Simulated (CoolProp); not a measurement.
A single-stage vapour-compression cycle with the fluid: evaporating at 293.15 K (dew point), condensing at 343.15 K (bubble point), superheat 8 K, subcooling 2 K, compressor efficiency 0.75, no pressure losses. The same conditions are run with several fluids, on thermodynamics alone (safety and materials aside).

Model: reference Helmholtz-energy equation of state of each fluid (isobutane: Bücker 2006; R1336mzz(Z): McLinden 2020; cis-2-butene: Lemmon 2005; c-C4F8 (RC318): Platzer 1990; n-perfluorohexane: Gao 2022; fluoroethane (R161): Wu 2012), in CoolProp. The equations of Platzer and Polt are older, rougher fits.

Task: Rank isobutane, R1336mzz(Z), cis-2-butene, c-C4F8 (RC318), n-perfluorohexane, fluoroethane (R161) by cooling COP, highest first.

Result: cis-2-butene (3.62), R1336mzz(Z) (3.46), isobutane (3.33), fluoroethane (R161) (3.23), n-perfluorohexane (2.86), c-C4F8 (RC318) (2.81)

```tsv
fluid	pressure ratio	discharge temperature (K)	refrigerating effect (kJ/kg)	volumetric capacity (kJ/m³)
isobutane	3.60	350.8	225	1720
R1336mzz(Z)	5.43	345.5	117	477
cis-2-butene	4.08	362.4	297	1280
c-C4F8 (RC318)	4.03	343.1	56.8	1310
n-perfluorohexane	6.53	343.1	49.2	159
fluoroethane (R161)	3.33	375.5	242	4320
```

The compression ends wet for: c-C4F8 (RC318); n-perfluorohexane.
